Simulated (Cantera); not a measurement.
What does this Cantera script print?

```python
import numpy as np
import cantera as ct

gas = ct.Solution("gri30.yaml")
gas.TPX = 1148, 12000, {'H2': 1.1, 'O2': 1, 'N2': 6.1}
reactor = ct.IdealGasConstPressureReactor(gas, energy="off", clone=False)
net = ct.ReactorNet([reactor])
net.rtol, net.atol = 1e-08, 1e-18
show = ['H2', 'O2', 'NO', 'H2O2', 'H2O']
times = np.geomspace(1e-05, 200, 15)

steps = ct.SolutionArray(gas, extra=["t"])
rows = []
print(f"{'t/s':>10s}{'T/K':>9s}{'P/Pa':>11s}" + "".join(f"{s:>11s}" for s in show))
for t in times:
    while net.time < t:
        t_next = net.step()
        steps.append(gas.state, t=t_next)
    rows.append([np.interp(t, steps.t, y) for y in (steps.T, steps.P, *steps(*show).X.T)])
    print(f"{t:10.3e}{rows[-1][0]:9.1f}{rows[-1][1]:11.4g}" + "".join(f"{x:11.3e}" for x in rows[-1][2:]))
rate = np.gradient(steps.T, steps.t)
print("integrator steps:", len(steps.t))
if steps.T.max() > steps.T[0] + 200:
    print(f"time of steepest temperature rise: {steps.t[rate.argmax()]:.4e} s")
gas.TPX = 1148, 12000, {'H2': 1.1, 'O2': 1, 'N2': 6.1}
gas.equilibrate("TP")
print(f"equilibrium (TP): T = {gas.T:.1f} K  " + "  ".join(f"{s} {gas[s].X[0]:.3e}" for s in show))
```

Output:

```
       t/s      T/K       P/Pa         H2         O2         NO       H2O2        H2O
 1.000e-05   1148.0    1.2e+04  1.341e-01  1.220e-01  6.846e-23  1.475e-13  3.323e-11
 3.323e-05   1148.0    1.2e+04  1.341e-01  1.220e-01  2.388e-21  1.635e-12  7.272e-10
 1.104e-04   1148.0    1.2e+04  1.341e-01  1.220e-01  1.185e-19  1.876e-11  2.444e-08
 3.669e-04   1148.0    1.2e+04  1.341e-01  1.219e-01  1.808e-14  1.949e-09  3.137e-05
 1.219e-03   1148.0    1.2e+04  1.077e-02  6.515e-02  3.910e-06  6.123e-07  1.092e-01
 4.051e-03   1148.0    1.2e+04  2.020e-03  5.920e-02  6.385e-06  9.649e-07  1.397e-01
 1.346e-02   1148.0    1.2e+04  1.293e-04  5.878e-02  6.426e-06  4.231e-07  1.435e-01
 4.472e-02   1148.0    1.2e+04  1.003e-05  5.880e-02  6.399e-06  9.341e-08  1.437e-01
 1.486e-01   1148.0    1.2e+04  1.351e-06  5.881e-02  6.398e-06  2.181e-08  1.438e-01
 4.938e-01   1148.0    1.2e+04  2.740e-07  5.882e-02  6.413e-06  5.765e-09  1.438e-01
 1.641e+00   1148.0    1.2e+04  6.903e-08  5.882e-02  6.424e-06  1.653e-09  1.438e-01
 5.452e+00   1148.0    1.2e+04  2.025e-08  5.882e-02  6.426e-06  5.156e-10  1.438e-01
 1.811e+01   1148.0    1.2e+04  8.552e-09  5.882e-02  6.419e-06  2.181e-10  1.438e-01
 6.019e+01   1148.0    1.2e+04  7.104e-09  5.882e-02  6.415e-06  1.788e-10  1.438e-01
 2.000e+02   1148.0    1.2e+04  7.074e-09  5.882e-02  6.415e-06  1.780e-10  1.438e-01
integrator steps: 2137
equilibrium (TP): T = 1148.0 K  H2 7.075e-09  O2 5.879e-02  NO 6.910e-05  H2O2 1.779e-10  H2O 1.438e-01
```

Computed with Cantera and GRI-Mech 3.0 (53 species, 325 reactions). The temperature is held fixed by assumption; the heat of reaction is taken as removed at once.
